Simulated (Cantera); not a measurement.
## SiH4 + N2O (silicon oxide and oxynitride deposition)

A closed system holds: 1 mol SiH4, 7.6 mol N2O, held at 6.00 mbar.

Equilibrium computed with Cantera from the NASA thermochemical tables; the gas is ideal and each condensed phase is pure. Candidate condensed phases: H2O, Si, SiO2, Si2N2O, Si3N4; 35 gas species. The tables hold silica as quartz up to 1696 K and as liquid above; real silica turns to tridymite and cristobalite and melts near 1996 K. The numbers say what is thermodynamically allowed, not how fast it happens.

```tsv
T (K)	x N2	x H2O	x O2	x NO	n SiO2(α-quartz)	n SiO2(β-quartz)	n SiO2(condensed)
525	0.667	0.175	0.158	1.20e-9	1.00	0	0
625	0.667	0.175	0.158	3.41e-8	1.00	0	0
725	0.667	0.175	0.158	3.86e-7	1.00	0	0
825	0.667	0.175	0.158	2.42e-6	1.00	0	0
925	0.667	0.175	0.158	1.02e-5	0	1.00	0
1025	0.667	0.175	0.158	3.26e-5	0	1.00	0
1125	0.667	0.175	0.158	8.46e-5	0	1.00	0
1225	0.667	0.175	0.158	0.000188	0	1.00	0
1325	0.666	0.175	0.158	0.000370	0	1.00	0
1425	0.666	0.175	0.158	0.000662	0	1.00	0
1525	0.666	0.175	0.157	0.00110	0	1.00	0
1625	0.666	0.175	0.157	0.00171	0	1.00	0
1725	0.665	0.174	0.156	0.00252	0	0	1.000
1825	0.664	0.173	0.155	0.00356	0	0	1.000
```
x: gas mole fraction; n: condensed amount in mol.

From 525 K to 825 K the condensed part is SiO2(α-quartz). From 925 K to 1625 K the condensed part is SiO2(β-quartz). From 1725 K to 1825 K the condensed part is SiO2(condensed).
